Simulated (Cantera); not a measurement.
A closed system holds: 1 mol PbCl2, 0.95 mol HCl, 1.8 mol H2, held at 1000 Pa.

Cantera equilibrium calculation (NASA polynomials, part measured and part estimated; ideal gas, pure solids and liquids). Candidate condensed phases: Pb, PbCl2; 10 gas species. The tables' values for PbCl4 are old estimates; treat these amounts as uncertain. The numbers say what is thermodynamically allowed, not how fast it happens. All values below are at 1323 K.

Base state: HCl 0.454, H2 0.310, PbCl 0.138, PbCl2 0.0515, Pb 0.0459, PbCl4 3.31e-5, Cl 1.09e-5 (mole fractions); condensed: gas only.

Problem. What changes in the equilibrium state with this change: PbCl2 replaced by CaCl2?

Solution. 
```json
[
 {"species": "H2", "before": "0.310", "after": "0.649"},
 {"species": "HCl", "before": "0.454", "after": "0.342"},
 {"species": "CaCl2", "before": "0", "after": "0.00894"},
 {"species": "PbCl", "before": "0.138", "after": "0"},
 {"species": "PbCl2", "before": "0.0515", "after": "0"},
 {"species": "Pb", "before": "0.0459", "after": "0"},
 {"species": "PbCl4", "before": "3.31e-5", "after": "0"},
 {"species": "Cl", "before": "1.09e-5", "after": "5.65e-6"},
 {"species": "H", "before": "8.82e-6", "after": "1.28e-5"},
 {"species": "CaCl2(l), mol", "before": "0", "after": "0.975"}
]
```
Further candidate phases: Ca, CaCl2.
